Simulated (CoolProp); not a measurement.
Vapour-liquid equilibrium of diethyl ether (1) + n-hexane (2) at 113.45 °C; x and y are mole fractions of (1).

Values from CoolProp's multi-fluid Helmholtz-energy mixture model, Thol 2014 and Thol 2019; pair parameters Bell 2016.

```json
[
 {"x": "0.05", "bubble pressure (bar)": "3.758", "y at the bubble point": "0.121", "dew pressure at overall composition x (bar)": "3.561", "liquid density (mol/L)": "6.622"},
 {"x": "0.15", "bubble pressure (bar)": "4.362", "y at the bubble point": "0.304", "dew pressure at overall composition x (bar)": "3.844", "liquid density (mol/L)": "6.733"},
 {"x": "0.25", "bubble pressure (bar)": "4.922", "y at the bubble point": "0.440", "dew pressure at overall composition x (bar)": "4.167", "liquid density (mol/L)": "6.851"},
 {"x": "0.35", "bubble pressure (bar)": "5.453", "y at the bubble point": "0.549", "dew pressure at overall composition x (bar)": "4.539", "liquid density (mol/L)": "6.974"},
 {"x": "0.45", "bubble pressure (bar)": "5.967", "y at the bubble point": "0.640", "dew pressure at overall composition x (bar)": "4.967", "liquid density (mol/L)": "7.103"},
 {"x": "0.55", "bubble pressure (bar)": "6.474", "y at the bubble point": "0.719", "dew pressure at overall composition x (bar)": "5.461", "liquid density (mol/L)": "7.238"},
 {"x": "0.65", "bubble pressure (bar)": "6.978", "y at the bubble point": "0.791", "dew pressure at overall composition x (bar)": "6.030", "liquid density (mol/L)": "7.380"},
 {"x": "0.75", "bubble pressure (bar)": "7.487", "y at the bubble point": "0.856", "dew pressure at overall composition x (bar)": "6.686", "liquid density (mol/L)": "7.529"},
 {"x": "0.85", "bubble pressure (bar)": "8.003", "y at the bubble point": "0.916", "dew pressure at overall composition x (bar)": "7.439", "liquid density (mol/L)": "7.685"},
 {"x": "0.95", "bubble pressure (bar)": "8.529", "y at the bubble point": "0.973", "dew pressure at overall composition x (bar)": "8.310", "liquid density (mol/L)": "7.847"}
]
```

No azeotrope shows between x = 0.05 and 0.95.

Pair parameters are fitted to limited data, so mixtures are less certain than the pure fluids.
